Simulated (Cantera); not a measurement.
**Hydrocarbon pyrolysis for carbon deposition**

An isothermal, constant-pressure homogeneous reactor starts with CH4 : H2 = 1 : 2 (molar parts), at 1473 K and 12.0 Torr.

Detailed kinetics in Cantera: GRI-Mech 3.0 (53 species, 325 reactions). GRI-Mech 3.0 stops at C3 and has no aromatics, soot or wall deposition, so with more carbon than oxygen in the feed, carbon stays in small species such as C2H2 where larger ones or solid carbon would form. Radical loss at walls, strong at low pressure, is not modelled.

```csv
t (s),x CH4,x H2,x CH3,x C2H4,x H,x C2H,x C2H2
1.00e-5,0.333,0.667,2.90e-8,<1e-12,1.51e-8,<1e-12,<1e-12
6.45e-5,0.333,0.667,2.42e-7,<1e-12,4.28e-8,<1e-12,<1e-12
0.000416,0.333,0.667,1.65e-6,1.25e-11,1.83e-7,<1e-12,<1e-12
0.00268,0.333,0.667,1.08e-5,4.26e-9,1.08e-6,<1e-12,2.98e-12
0.0173,0.333,0.667,6.77e-5,1.17e-6,6.74e-6,<1e-12,7.88e-9
0.112,0.332,0.667,0.000295,0.000207,2.95e-5,1.75e-12,2.50e-5
0.721,0.321,0.674,0.000347,0.00144,3.63e-5,2.76e-10,0.00323
4.65,0.258,0.713,0.000292,0.00115,4.02e-5,2.42e-9,0.0270
30.0,0.100,0.812,0.000144,0.000631,5.77e-5,9.78e-9,0.0867
```
x: mole fraction; the columns are a selection and need not sum to one.

Equilibrium at this temperature and pressure: CH4 0.00519, H2 0.872, CH3 1.13e-5, C2H4 0.000634, H 9.40e-5, C2H 2.10e-8, C2H2 0.122 (gas phase only).
